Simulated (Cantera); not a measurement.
**Adiabatic ignition**

An adiabatic, constant-volume homogeneous reactor starts with CH₄ : O₂ : N₂ = 1 : 3.7 : 13.9 (molar parts), equivalence ratio 0.54, at 1173 K and 49000 Pa.

Cantera simulation using GRI-Mech 3.0 (53 species, 325 reactions); the numbers are that mechanism's predictions, not measurements.

| t (s) | T (K) | P (bar) | x CH₄ | x O₂ | x CO | x NO₂ | x C₂H₄ | x HO₂ | x HCN |
|---|---|---|---|---|---|---|---|---|---|
| 7.00e-6 | 1173 | 0.490 | 0.0538 | 0.199 | <1e-12 | <1e-12 | <1e-12 | 9.98e-10 | <1e-12 |
| 2.18e-5 | 1173 | 0.490 | 0.0538 | 0.199 | <1e-12 | <1e-12 | <1e-12 | 3.11e-9 | <1e-12 |
| 6.79e-5 | 1173 | 0.490 | 0.0538 | 0.199 | <1e-12 | <1e-12 | <1e-12 | 9.64e-9 | <1e-12 |
| 0.000211 | 1173 | 0.490 | 0.0538 | 0.199 | <1e-12 | <1e-12 | <1e-12 | 2.98e-8 | <1e-12 |
| 0.000658 | 1173 | 0.490 | 0.0538 | 0.199 | 1.27e-11 | <1e-12 | 1.78e-12 | 8.99e-8 | <1e-12 |
| 0.00205 | 1173 | 0.490 | 0.0538 | 0.199 | 5.03e-10 | <1e-12 | 8.97e-11 | 2.51e-7 | <1e-12 |
| 0.00638 | 1173 | 0.490 | 0.0538 | 0.199 | 3.71e-8 | <1e-12 | 1.03e-8 | 4.55e-7 | <1e-12 |
| 0.0199 | 1174 | 0.490 | 0.0537 | 0.199 | 3.02e-6 | <1e-12 | 5.10e-7 | 8.05e-7 | <1e-12 |
| 0.0619 | 1180 | 0.493 | 0.0527 | 0.198 | 0.000166 | <1e-12 | 1.87e-5 | 4.62e-6 | <1e-12 |
| 0.193 | 2435 | 1.02 | <1e-12 | 0.0838 | 0.00435 | 7.59e-6 | <1e-12 | 6.07e-6 | 4.55e-12 |
| 0.600 | 2435 | 1.02 | <1e-12 | 0.0837 | 0.00435 | 7.61e-6 | <1e-12 | 6.07e-6 | 4.56e-12 |
x: mole fraction; the columns are a selection and need not sum to one.

```yaml
time_of_steepest_temperature_rise: 86.1 ms
temperature at 0.600 s: 2435 K
equilibrium_temperature: 2435 K
x(CH₄) at 0.600 s: <1e-12 (gas-phase equilibrium <1e-12)
x(O₂) at 0.600 s: 0.0837 (gas-phase equilibrium 0.0837)
x(CO) at 0.600 s: 0.00435 (gas-phase equilibrium 0.00435)
```
